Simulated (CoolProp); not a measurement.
Vapour-liquid equilibrium of R22 (1) + dimethyl ether (2) at 1.42 MPa; x and y are mole fractions of (1).

Computed with CoolProp (multi-fluid Helmholtz-energy mixture model, Kamei 1995 and Wu 2011; pair parameters Bell 2016).

```csv
x,bubble temperature (K),y at the bubble point,dew temperature at overall composition x (K),liquid density (mol/L)
0.05,332.7,0.045,332.7,13.06
0.15,333.2,0.143,333.2,13.10
0.25,333.3,0.255,333.3,13.13
0.35,332.8,0.378,332.9,13.16
0.45,331.4,0.509,332.1,13.20
0.55,329.0,0.639,330.8,13.25
0.65,325.7,0.759,328.8,13.30
0.75,321.4,0.860,326.0,13.34
0.85,316.7,0.935,321.9,13.35
0.95,312.1,0.984,315.5,13.28
```

y crosses x between x = 0.15 and 0.25: the model has an azeotrope there.

Pair parameters are fitted to limited data, so mixtures are less certain than the pure fluids.
